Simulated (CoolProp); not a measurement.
A closed Brayton cycle with carbon dioxide: compressor inlet 305.15 K and 9.6 MPa, high pressure 17.8 MPa, turbine inlet 690 K, compressor efficiency 0.85, turbine efficiency 0.9, recuperator effectiveness 0.8 (on enthalpy, no pinch check). Each further row changes one setting.

Computed with CoolProp (reference Helmholtz-energy equation of state, Span 1996).

```json
[
 {"case": "as stated", "thermal efficiency (%)": "24.1", "net work (kJ/kg)": "55.5", "compressor to turbine work": "0.18", "compressor exit (K)": "318.5", "turbine exit (K)": "622.2"},
 {"case": "turbine inlet 640 K", "thermal efficiency (%)": "23.2", "net work (kJ/kg)": "49.6", "compressor to turbine work": "0.20", "compressor exit (K)": "318.5", "turbine exit (K)": "574.8"},
 {"case": "compressor inlet 315.15 K", "thermal efficiency (%)": "21.8", "net work (kJ/kg)": "51.7", "compressor to turbine work": "0.24", "compressor exit (K)": "340.8", "turbine exit (K)": "622.2"},
 {"case": "high pressure 15.1 MPa", "thermal efficiency (%)": "22.0", "net work (kJ/kg)": "42.3", "compressor to turbine work": "0.17", "compressor exit (K)": "314.5", "turbine exit (K)": "640.1"},
 {"case": "recuperator effectiveness 0.5", "thermal efficiency (%)": "15.4", "net work (kJ/kg)": "55.5", "compressor to turbine work": "0.18", "compressor exit (K)": "318.5", "turbine exit (K)": "622.2"}
]
```
